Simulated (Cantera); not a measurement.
What does this Cantera script print?

```python
import numpy as np
import cantera as ct

gas_names = [...]  # 113 gases of nasa_gas.yaml made of C, H, O, Pb
cond_names = """
    C(gr) C6H6(L) C7H8(L) C8H18(L),n-octa H2O(s) H2O(L) Pb(cr) Pb(L) PbO(rd) PbO(yw) PbO(L) PbO2(s)
    Pb3O4(s)
""".split()


# ... load() reads the species with a 1 bar reference pressure and builds the phases ...
atoms = {
    'Pb': {'Pb': 1},
    'CO2': {'C': 1, 'O': 2},
    'H2': {'H': 2},
}
top_T = {'C(gr)': 4500, 'Pb3O4(s)': 820}  # K; cautious upper limits of use, not melting points


# ... equilibrate(T, P, feed) seeds the gas with the atoms and calls Mixture.equilibrate('TP', solver="vcs", rtol=1e-11, max_steps=5000) ...
results = []
feed = {'Pb': 1, 'CO2': 0.2, 'H2': 110}  # mol
T = 1750  # K
P = 18  # Pa
mix = equilibrate(T, P, feed)
results.append((T, P, feed, dict(zip(mix.species_names, mix.species_moles))))
x = sorted(zip(gas.X, gas.species_names), reverse=True)
print(f"T = {T:g} K  P = {P:g} Pa  gas = {mix.phase_moles(0):.4g} mol")
print("   x: " + "  ".join(f"{s} {v:.3e}" for v, s in x if v > 1e-05))
print("   condensed (mol): " + ("  ".join(f"{mix.phase(i).name} {mix.phase_moles(i):.4g}"
      for i in range(1, mix.n_phases) if mix.phase_moles(i) > 1e-12) or "none"))
```

Output:

```
T = 1750 K  P = 18 Pa  gas = 112.2 mol
   x: H2 9.704e-01  H 1.708e-02  Pb 8.916e-03  CO 1.782e-03  H2O 1.780e-03
   condensed (mol): none
```

These are equilibrium values from Cantera (NASA tables, ideal gas, pure condensed phases), not measurements of a reactor.
